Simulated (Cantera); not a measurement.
A Cantera script and what it prints.

```python
import numpy as np
import cantera as ct

gas_names = [...]  # 109 gases of nasa_gas.yaml made of C, Cl, H, Si
cond_names = """
    C(gr) C6H6(L) C7H8(L) C8H18(L),n-octa Si(cr) Si(L) SiC(b)
""".split()


# ... load() reads the species with a 1 bar reference pressure and builds the phases ...
atoms = {
    'SiH2Cl2': {'Si': 1, 'H': 2, 'CL': 2},
    'CH4': {'C': 1, 'H': 4},
    'H2': {'H': 2},
}
top_T = {'C(gr)': 4500, 'SiC(b)': 3050}  # K; cautious upper limits of use, not melting points


# ... equilibrate(T, P, feed) seeds the gas with the atoms and calls Mixture.equilibrate('TP', solver="vcs", rtol=1e-11, max_steps=5000) ...
results = []
feed = {'SiH2Cl2': 1, 'CH4': 0.045, 'H2': 5.9}  # mol
P = 140  # Pa
for T in [1023, 1123, 1223, 1323, 1423, 1523, 1623, 1723]:
    mix = equilibrate(T, P, feed)
    results.append((T, P, feed, dict(zip(mix.species_names, mix.species_moles))))

top = {s: max(r[3][s] / sum(r[3][g] for g in gas_names) for r in results) for s in gas_names}
cols = sorted((s for s in top if top[s] > 0.0001), key=lambda s: -top[s])[:6]
seen = [c for c in cond_names if any(r[3].get(c, 0) > 1e-12 for r in results)]
print("log10 of partial pressures in bar; condensed amounts in mol")
print(f"{'T/K':>10s}" + "".join(f"{s[:9]:>10s}" for s in cols + seen))
for T, P, feed, n in results:
    ng = sum(n[g] for g in gas_names)
    print(f"{T:10.4g}" + "".join(f"{np.log10(max(n[s] / ng * P / 1e5, 1e-99)):10.3f}" for s in cols)
          + "".join(f"{n.get(c, 0):10.4g}" for c in seen))
```

Output:

```
log10 of partial pressures in bar; condensed amounts in mol
       T/K        H2       HCL     SiCL2     SiCL4     SiCL3    SiHCL3    Si(cr)     Si(L)    SiC(b)
      1023    -2.906    -4.097    -5.038    -4.238    -5.301    -5.120    0.5214         0     0.045
      1123    -2.926    -3.862    -4.474    -4.538    -5.053    -5.367    0.5341         0     0.045
      1223    -2.940    -3.762    -4.197    -5.171    -5.135    -5.860    0.5077         0     0.045
      1323    -2.944    -3.745    -4.110    -5.999    -5.423    -6.492     0.484         0     0.045
      1423    -2.944    -3.751    -4.079    -6.792    -5.734    -7.095    0.4673         0     0.045
      1523    -2.944    -3.760    -4.062    -7.497    -6.017    -7.630    0.4538         0     0.045
      1623    -2.944    -3.769    -4.051    -8.118    -6.269    -8.103    0.4415         0     0.045
      1723    -2.946    -3.769    -4.054    -8.659    -6.493    -8.522         0    0.4369   0.04496
```

Equilibrium computed with Cantera from the NASA thermochemical tables; the gas is ideal and each condensed phase is pure. Mutual solubility and eutectic melting of coexisting phases are not modelled. The tables' values for SiCl3, SiCl are old estimates; treat these amounts as uncertain. Gases not in the tables: Si2H6 and higher silanes.
